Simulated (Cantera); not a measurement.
A closed system holds: 1 mol Si2H6, 2.1 mol HCl, 180 mol N2, held at 1425 K and 220 Pa.

Method: chemical equilibrium by Gibbs-energy minimisation in Cantera with the NASA 1993 tables (ideal gas, pure condensed phases). Candidate condensed phases: NH4Cl, Si, Si3N4; 28 gas species. The feed counts by its element totals alone. N2 is the only nitrogen source here; it is nearly inert below about 1500 K, so the nitride shown seldom forms there in practice. Kinetics and transport are ignored.

Base state: N2 0.972, H2 0.0169, HCl 0.0103, SiCl2 0.000533, H 1.89e-5 (mole fractions); condensed: Si3N4(s).

Q: What changes in the equilibrium state with this change: temperature from 1425 K to 1750 K?

A: 
| species | before | after |
|---|---|---|
| N2 | 0.972 | 0.971 |
| H2 | 0.0169 | 0.0193 |
| HCl | 0.0103 | 0.00440 |
| SiCl2 | 0.000533 | 0.00334 |
| Si | 2.05e-8 | 0.000682 |
| Si2N | <1e-9 | 2.77e-5 |
| Si3N4(s), mol | 0.633 | 0 |
| Si(l), mol | 0 | 1.22 |
The tables' values for SiCl, SiN are old estimates; treat these amounts as uncertain.
